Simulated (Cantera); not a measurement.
## Equilibrium for carbon deposition, reforming and gasification: C + H2

A closed system holds: 1 mol C, 1.1 mol H2, at 5.60 mbar.

These are equilibrium values from Cantera (NASA tables, ideal gas, pure condensed phases), not measurements of a reactor. Candidate condensed phases: C, C6H6, C7H8, C8H18; 76 gas species. Kinetics and transport are ignored.

From 900 K to 2850 K the condensed part is C(graphite). The main C-bearing gas is CH4 at 900 K and C3 at 2850 K.

```tsv
T (K)	x H2	x H	x C2H2 (acetylene)	x C3	x C2H	n C(graphite)
900	0.998	1.56e-9	5.61e-11	<1e-12	<1e-12	0.998
1050	1.000	1.08e-7	4.13e-9	<1e-12	<1e-12	1.000
1200	1.000	2.64e-6	1.03e-7	<1e-12	<1e-12	1.000
1350	1.000	3.18e-5	1.24e-6	<1e-12	<1e-12	1.000
1500	1.000	0.000235	9.02e-6	<1e-12	4.00e-12	1.000
1650	0.999	0.00121	4.56e-5	<1e-12	2.42e-10	1.000
1800	0.995	0.00477	0.000175	2.05e-11	7.33e-9	1.000
1950	0.984	0.0152	0.000538	1.40e-9	1.31e-7	0.999
2100	0.958	0.0407	0.00138	5.15e-8	1.52e-6	0.997
2250	0.903	0.0943	0.00302	1.16e-6	1.25e-5	0.993
2400	0.804	0.191	0.00560	1.75e-5	7.64e-5	0.986
2550	0.654	0.337	0.00869	0.000190	0.000357	0.975
2700	0.467	0.519	0.0110	0.00157	0.00130	0.954
2850	0.282	0.690	0.0111	0.0103	0.00371	0.886
```
x: gas mole fraction; n: condensed amount in mol.
